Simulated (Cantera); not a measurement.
A freely propagating, adiabatic, planar premixed flame of 7.10 % CH4, 0.462 % H2, 18.0 % O2, 67.8 % N2, 6.25 % CO2, 0.320 % H2O, equivalence ratio 0.80, unburnt at 400 K and 1.00 bar; mixture-averaged transport, grid criteria slope 0.08 and curve 0.16, no radiation.

Model: GRI-Mech 3.0 (53 species, 325 reactions), integrated in Cantera. Burning velocities carry a grid error of a few per cent, more on coarse grids.

**Question.** Predict: laminar burning velocity; thermal thickness; peak x(C2H6); peak x(C2H); peak x(CH2O).

**Answer.** 
- laminar burning velocity = 30.5 cm/s
- thermal thickness = 0.623 mm
- peak x(C2H6) = 0.000487
- peak x(C2H) = 1.02e-8
- peak x(CH2O) = 0.000814
